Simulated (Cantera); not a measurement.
Feed: 1 mol CCl4, 0.93 mol HCl, equilibrated at 13300 Pa.

These are equilibrium values from Cantera (NASA tables, ideal gas, pure condensed phases), not measurements of a reactor. Candidate condensed phases: C, C6H6, C7H8, C8H18; 91 gas species. Equilibrium is a limit: real reactors are often held back by kinetics, nucleation or transport.

Problem. What share of the C ends up in condensed phases as a function of T (°C), at 2325, 2375, 2425, 2475, 2525, 2575, 2625, 2675, 2725?

Solution. 
```csv
T (°C),C condensed (%),as
2325,99.9,C(graphite)
2375,99.8,C(graphite)
2425,99.7,C(graphite)
2475,99.6,C(graphite)
2525,99.4,C(graphite)
2575,99.0,C(graphite)
2625,98.3,C(graphite)
2675,97.1,C(graphite)
2725,95.2,C(graphite)
```
